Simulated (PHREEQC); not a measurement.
Solution (65 °C): 0.017 mol/kgw HF, 0.00073 mol/kgw NH4HF2 and 0.0068 mol/kgw (NH4)2SiF6. Closed to the air; pH follows from the charge balance.

Computed with PHREEQC (ion-association model, phreeqc.dat).

```
Item                       Value
----------------  --------------
pH                          2.70
ionic strength    0.0234 mol/kgw
total alkalinity    -44.9 meq/kg
```

| species | molality | activity | log γ |
|---|---|---|---|
| HF | 0.0154 | 0.0155 | 0.002 |
| NH4+ | 0.0143 | 0.0121 | -0.075 |
| SiF6-2 | 0.00678 | 0.00365 | -0.269 |
| F- | 0.00284 | 0.00241 | -0.072 |
| H+ | 0.00226 | 0.00198 | -0.058 |
| HF2- | 0.000192 | 0.000163 | -0.069 |
| H4SiO4 | 2.08e-5 | 2.09e-5 | 0.002 |
| NH3 | 4.12e-8 | 4.14e-8 | 0.002 |

No solid was allowed to form. Complexes and solids missing from the database can't appear. At this temperature some constants are extrapolated from 25 °C, and those without enthalpy data are left unchanged. SiF6-2 is the database's only silicon fluoride.
